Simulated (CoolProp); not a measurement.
Vapour-liquid equilibrium of propane (1) + isopentane (2) at 292.9 K; x and y are mole fractions of (1).

Computed with CoolProp (multi-fluid Helmholtz-energy mixture model, Lemmon 2009 and Lemmon 2006; pair parameters Kunz 2012).

Q: Give the bubble pressure and the first vapour's composition at x = 0.2, 0.65, 0.95. Is there an azeotrope?

A: x = 0.2: 0.2408 MPa, y = 0.725; x = 0.65: 0.5626 MPa, y = 0.935; x = 0.95: 0.7892 MPa, y = 0.992. No azeotrope shows between x = 0.05 and 0.95.

The pair parameters rest on a limited set of measurements; away from them the model extrapolates. The gap from Raoult's law changes sign with composition, which may be real or a fault of the pair parameters; it wasn't checked against measurements.
